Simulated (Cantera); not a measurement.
# Ignition delay

Mixture: CO : H2 : CH4 : O2 : N2 = 1 : 0.51 : 0.043 : 0.701 : 2.64 (molar parts), at 9.60 bar, adiabatic and at constant pressure. Ignition delay is the time to a rise of 400 K.

Cantera simulation using GRI-Mech 3.0 (53 species, 325 reactions); the numbers are that mechanism's predictions, not measurements.

```csv
T0 (K),delay (ms)
1125,0.177
1200,0.0361
1275,0.0119
1350,0.00598
1425,0.00378
```

```yaml
apparent activation energy between 1275 and 1425 K: 120 kJ/mol
```
